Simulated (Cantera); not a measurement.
A Cantera script and its output.

```python
import numpy as np
import cantera as ct

gas = ct.Solution("gri30.yaml", transport_model="mixture-averaged")
show = ['H', 'NH3', 'CO2']

rows = []
print(f"{'T/K':>7s}{'rho':>11s}{'cp':>10s}{'mu':>11s}{'lambda':>11s}{'Pr':>7s}" + "".join(f"{'D_' + s:>11s}" for s in show))
for T in [400, 650, 900, 1150, 1400, 1650]:
    gas.TPX = T, 100000, {'O2': 0.53, 'CO2': 0.63}
    Pr = gas.cp_mass * gas.viscosity / gas.thermal_conductivity
    D = [gas.mix_diff_coeffs_mole[gas.species_index(s)] for s in show]
    rows.append([gas.density, gas.cp_mass, gas.viscosity, gas.thermal_conductivity, Pr, *D])
    print(f"{T:7g}{gas.density:11.4e}{gas.cp_mass:10.1f}{gas.viscosity:11.4e}"
          f"{gas.thermal_conductivity:11.4e}{Pr:7.3f}" + "".join(f"{d:11.4e}" for d in D))
print("SI units: kg/m3, J/kg/K, Pa s, W/m/K, m2/s")
```

Result:

```
    T/K        rho        cp         mu     lambda     Pr        D_H      D_NH3      D_CO2
    400 1.1583e+00     939.2 2.1972e-05 2.8921e-02  0.714 1.8850e-04 3.2458e-05 2.6746e-05
    650 7.1277e-01    1070.3 3.2153e-05 4.7798e-02  0.720 4.4358e-04 8.1068e-05 6.2924e-05
    900 5.1478e-01    1154.4 4.0657e-05 6.4845e-02  0.724 7.7461e-04 1.4585e-04 1.0985e-04
   1150 4.0287e-01    1208.3 4.8156e-05 8.0241e-02  0.725 1.1722e-03 2.2440e-04 1.6621e-04
   1400 3.3093e-01    1245.3 5.4979e-05 9.4370e-02  0.726 1.6304e-03 3.1523e-04 2.3115e-04
   1650 2.8079e-01    1272.3 6.1310e-05 1.0754e-01  0.725 2.1450e-03 4.1736e-04 3.0408e-04
SI units: kg/m3, J/kg/K, Pa s, W/m/K, m2/s
```

Computed with Cantera and GRI-Mech 3.0 (53 species, 325 reactions).
